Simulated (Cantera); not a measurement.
Mixture: 7.05 % CH4, 19.6 % O2, 73.3 % N2, at 31.0 bar, adiabatic and at constant volume. Ignition delay is the time to a rise of 400 K.

Computed with Cantera and GRI-Mech 3.0 (53 species, 325 reactions). The pressure lies above the range GRI-Mech 3.0 was tuned for (to about 10 atm).

Q: Predict: delay at 1073 K; delay at 1173 K; delay at 1273 K; delay at 1373 K; apparent activation energy between 1323 and 1423 K.

A: 
```json
{
 "delay at 1073 K": "6.83 ms",
 "delay at 1173 K": "1.64 ms",
 "delay at 1273 K": "0.496 ms",
 "delay at 1373 K": "0.176 ms",
 "apparent activation energy between 1323 and 1423 K": "150 kJ/mol"
}
```
